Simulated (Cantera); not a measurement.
Input: 1 mol Si, 1.1 mol Br2, 16 mol N2, held at 927 °C.

These are equilibrium values from Cantera (NASA tables, ideal gas, pure condensed phases), not measurements of a reactor. Candidate condensed phases: Br2, Si, Si3N4; 13 gas species. N2 is the only nitrogen source here; it is nearly inert below about 1500 K, so the nitride shown seldom forms there in practice. The tables' values for SiBr3 are old estimates; treat these amounts as uncertain. Equilibrium is a limit: real reactors are often held back by kinetics, nucleation or transport.

log p: log10 of the partial pressure in bar; n: condensed amount in mol.

| P (Pa) | log p N2 | log p SiBr2 | log p SiBr4 | log p Br | log p SiBr3 | log p Br2 | n Si3N4(s) |
|---|---|---|---|---|---|---|---|
| 1 | -5.04 | -6.33 | -8.09 | -6.53 | -8.13 | -10.28 | 0.0589 |
| 3.60 | (withheld) | (withheld) | (withheld) | (withheld) | -7.20 | (withheld) | (withheld) |
| 13 | -3.91 | -5.51 | -5.69 | -5.74 | -6.52 | -8.71 | 0.100 |
| 46 | -3.36 | -5.32 | -4.94 | -5.46 | -6.05 | -8.15 | 0.129 |
| 170 | -2.79 | -5.19 | -4.29 | -5.20 | -5.66 | -7.64 | 0.143 |
| 600 | -2.24 | -5.08 | -3.72 | -4.97 | -5.32 | -7.16 | 0.148 |
| 2200 | -1.67 | -4.98 | -3.14 | -4.73 | -4.98 | -6.69 | 0.149 |
| 7700 | -1.13 | -4.89 | -2.59 | -4.50 | -4.66 | -6.23 | 0.150 |
| 28000 | (withheld) | (withheld) | (withheld) | (withheld) | -4.33 | (withheld) | 0.150 |
| 100000 | -0.01 | -4.70 | -1.47 | -4.04 | -4.00 | -5.30 | 0.150 |

Question: Some entries are withheld; supply them.

Answer: 
- 3.60, log p N2: -4.48
- 3.60, log p SiBr2: -5.84
- 3.60, log p SiBr4: -6.72
- 3.60, log p Br: -6.09
- 3.60, log p Br2: -9.41
- 3.60, n Si3N4(s): 0.0654
- 28000, log p N2: -0.57
- 28000, log p SiBr2: -4.79
- 28000, log p SiBr4: -2.03
- 28000, log p Br: -4.27
- 28000, log p Br2: -5.76
